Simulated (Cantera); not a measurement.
**Silicon oxide and oxynitride deposition: TEOS + NO**

A closed system holds: 1 mol TEOS, 5.6 mol NO, equilibrated at 1525 K.

Method: chemical equilibrium by Gibbs-energy minimisation in Cantera with the NASA 1993 tables (ideal gas, pure condensed phases). Candidate condensed phases: C, C₆H₆, C₇H₈, C₈H₁₈, H₂O, Si, SiC, SiO₂, Si₂N₂O, Si₃N₄; 151 gas species. The feed counts by its element totals alone. Mutual solubility and eutectic melting of coexisting phases are not modelled. The tables hold silica as quartz up to 1696 K and as liquid above; real silica turns to tridymite and cristobalite and melts near 1996 K. The numbers say what is thermodynamically allowed, not how fast it happens.

From 5.00 Pa to 2.10 mbar the condensed part is SiO₂(β-quartz). From 7.10 mbar to 0.290 bar the condensed part is SiO₂(β-quartz) + Si₂N₂O(s). At 1.00 bar the condensed part is C(graphite) + SiO₂(β-quartz). The main Si-bearing gas is SiO throughout. The share of Si in condensed phases is highest at 1.00 bar (100.0 %) and lowest at 5.00 Pa (55.7 %).

```tsv
P (Pa)	log p H₂	log p CO	log p N₂	log p SiO	log p H	log p H₂O	log p CH₄	n SiO₂(β-quartz)	n Si₂N₂O(s)	n C(graphite)
5	-4.63	-4.73	-5.18	-5.98	-6.94	-7.11	<-16	0.557	0	0
17	-4.10	-4.19	-4.65	-5.48	-6.67	-7.07	-14.89	0.586	0	0
59	-3.56	-3.65	-4.11	-4.95	-6.40	-7.06	-12.74	0.596	0	0
210	-3.00	-3.10	-3.56	-4.40	-6.13	-7.06	-10.54	0.599	0	0
710	-2.47	-2.56	-3.03	-4.36	-5.86	-6.57	-8.88	0.690	0.0904	0
2400	-1.94	-2.03	-2.51	-4.53	-5.59	-5.86	-7.46	0.724	0.125	0
8400	-1.39	-1.49	-1.97	-4.71	-5.32	-5.14	-6.01	0.732	0.132	0
29000	-0.85	-0.95	-1.43	-4.89	-5.05	-4.42	-4.57	0.735	0.132	0
100000	-0.31	-0.43	-0.86	-5.19	-4.78	-3.58	-3.26	1.000	0	0.389
```
log p: log10 of the partial pressure in bar; n: condensed amount in mol.
